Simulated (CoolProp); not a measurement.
Vapour-liquid equilibrium of methane (1) + ethylene (2) at 316 kPa; x and y are mole fractions of (1).

The numbers come from the multi-fluid Helmholtz-energy mixture model, Setzmann 1991 and Smukala 2000; pair parameters Bell 2016 in CoolProp.

```csv
x,"bubble temperature, mixture model (°C)","bubble temperature, Raoult's law (°C)","y, mixture model","y, Raoult's law"
0.05,(withheld),-94.7,0.497,0.494
0.125,(withheld),-107.7,0.807,0.779
0.2,-120.9,-116.3,0.908,0.885
0.275,-127.1,-122.5,0.947,0.934
0.35,(withheld),-127.1,0.965,0.959
0.425,-134.3,-130.8,(withheld),0.973
0.5,-136.6,-133.8,0.982,0.982
0.575,-138.3,-136.3,0.986,0.988
0.65,(withheld),-138.4,0.989,0.992
0.725,(withheld),-140.3,0.992,0.995
0.8,-142.4,-142.0,0.994,0.997
0.875,-143.6,-143.5,(withheld),0.998
0.95,-144.8,-144.8,0.998,0.999
```

Problem. What belongs in the gaps?

Solution. 
- 0.05, bubble temperature, mixture model (°C): -95.6
- 0.125, bubble temperature, mixture model (°C): -111.2
- 0.35, bubble temperature, mixture model (°C): -131.3
- 0.425, y, mixture model: 0.975
- 0.65, bubble temperature, mixture model (°C): -139.8
- 0.725, bubble temperature, mixture model (°C): -141.1
- 0.875, y, mixture model: 0.996

The largest gap from Raoult's law is -4.6 K in bubble temperature, at x = 0.275. No azeotrope shows between x = 0.05 and 0.95.

The pair parameters rest on a limited set of measurements; away from them the model extrapolates.
